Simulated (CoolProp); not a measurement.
C2F6 (R116) at 298.15 K and 0.677 MPa is compressed adiabatically to 1.97 MPa with isentropic efficiency 0.6. Each further row changes one setting.

The numbers come from the reference Helmholtz-energy equation of state, Lemmon 2006 in CoolProp. It is a short technical equation, of lower accuracy than the large ones.

```json
[
 {"case": "as stated", "work (kJ/kg)": "29.9", "final temperature (K)": "___", "final density (kg/m³)": "___"},
 {"case": "efficiency 1", "work (kJ/kg)": "___", "final temperature (K)": "___", "final density (kg/m³)": "___"},
 {"case": "efficiency 0.65", "work (kJ/kg)": "___", "final temperature (K)": "___", "final density (kg/m³)": "112"}
]
```

Problem. What belongs in the gaps?

Solution. 
- as stated, final temperature (K): 342.5
- as stated, final density (kg/m³): 110
- efficiency 1, work (kJ/kg): 17.9
- efficiency 1, final temperature (K): 329.5
- efficiency 1, final density (kg/m³): 118
- efficiency 0.65, work (kJ/kg): 27.6
- efficiency 0.65, final temperature (K): 340.0
